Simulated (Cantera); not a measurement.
Input: 1 mol LiCl, 1.6 mol H2O, a varied amount of H2, at 2148.15 K and 39.8 Torr.

These are equilibrium values from Cantera (NASA tables, ideal gas, pure condensed phases), not measurements of a reactor. Candidate condensed phases: H2O, Li, LiCl, LiH, LiOH, Li2O; 25 gas species. Rates play no part.

x: gas mole fraction; nothing condenses.

| n(H2) (mol) | x H2 | x H2O | x LiCl | x H | x HCl |
|---|---|---|---|---|---|
| 4.4 | 0.614 | 0.218 | 0.129 | 0.0142 | 0.0124 |
| 6.4 | 0.694 | 0.170 | 0.0996 | 0.0151 | 0.0102 |
| 9.1 | 0.760 | ___ | ___ | 0.0158 | ___ |
| 13 | 0.815 | ___ | ___ | 0.0164 | ___ |
| 19 | 0.860 | 0.0713 | 0.0402 | 0.0168 | 0.00552 |
| 27 | 0.893 | 0.0522 | 0.0289 | 0.0171 | 0.00449 |
| 38 | 0.916 | 0.0381 | 0.0206 | 0.0173 | 0.00368 |
| 54 | 0.934 | 0.0274 | 0.0144 | 0.0175 | 0.00300 |
| 78 | 0.948 | 0.0193 | 0.00982 | 0.0176 | 0.00243 |

Question: Fill in the missing entries.

Answer: 
- 9.1, x H2O: 0.131
- 9.1, x LiCl: 0.0760
- 9.1, x HCl: 0.00844
- 13, x H2O: 0.0983
- 13, x LiCl: 0.0564
- 13, x HCl: 0.00688
